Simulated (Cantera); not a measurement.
A perfectly stirred reactor is fed with CH4 : O2 : N2 = 1 : 4.35 : 16.3 (molar parts), equivalence ratio 0.46, at 1300000 Pa; it is adiabatic with a 523 K inlet, and is followed from long to short residence time, starting on the burning branch (τ in s: 0.046, 0.018, 0.0071, 0.0028, 0.0011, 0.00044, 0.00017, 6.7e-05, 2.7e-05, 1e-05).

Detailed kinetics in Cantera: GRI-Mech 3.0 (53 species, 325 reactions). The pressure lies above the range GRI-Mech 3.0 was tuned for (to about 10 atm).

Predict: blow-out, bracketed by the residence times tried; x(CH4) at τ = 46.0 ms; x(O2) at τ = 46.0 ms; x(C2H6) at τ = 46.0 ms; x(CH3) at τ = 46.0 ms; x(CH4) at τ = 0.440 ms; x(O2) at τ = 0.440 ms.


| Quantity | Value |
|---|---|
| blow-out, bracketed by the residence times tried | burning at 2.80 ms, out at 1.10 ms |
| x(CH4) at τ = 46.0 ms | 2.47e-5 |
| x(O2) at τ = 46.0 ms | 0.109 |
| x(C2H6) at τ = 46.0 ms | 2.03e-8 |
| x(CH3) at τ = 46.0 ms | 2.74e-6 |
| x(CH4) at τ = 0.440 ms | 0.0462 |
| x(O2) at τ = 0.440 ms | 0.201 |
